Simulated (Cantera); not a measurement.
## Counterflow diffusion flame

A counterflow diffusion flame at 1.60 bar, nozzles 20 mm apart: fuel side 82.0 % H₂, 18.0 % N₂ at 500 K, oxidiser side 24.0 % O₂, 76.0 % N₂ at 398 K, fuel mass flux 0.42 times the oxidiser's; mixture-averaged transport, no radiation.

Model: the H2/O2 subset of GRI-Mech 3.0, which has no nitrogen chemistry, integrated in Cantera. The maximum strain rate includes the flame's own expansion and is several times the mean.

| oxidiser flux (kg/m²/s) | max strain (1/s) | mean strain (1/s) | T max (K) | peak x OH | peak x H | peak x H₂O | peak x HO₂ |
|---|---|---|---|---|---|---|---|
| 0.96 | 576 | 112 | 2593 | 0.0212 | 0.0120 | 0.308 | 3.21e-5 |
| 1.4 | 828 | 164 | 2563 | 0.0216 | 0.0132 | 0.305 | 4.52e-5 |
| 2 | 1150 | 234 | 2527 | 0.0220 | 0.0145 | 0.303 | 5.99e-5 |
| 3 | 1660 | 351 | 2479 | 0.0224 | 0.0166 | 0.299 | 7.98e-5 |
| 4.4 | 2360 | 515 | 2427 | 0.0227 | 0.0189 | 0.296 | 0.000103 |
| 6.4 | 3300 | 749 | 2371 | 0.0228 | 0.0216 | 0.293 | 0.000128 |
| 9.3 | 4600 | 1090 | 2312 | 0.0228 | 0.0245 | 0.289 | 0.000158 |
| 14 | 6600 | 1640 | 2240 | 0.0225 | 0.0281 | 0.285 | 0.000195 |
x: mole fraction; the columns are a selection and need not sum to one.
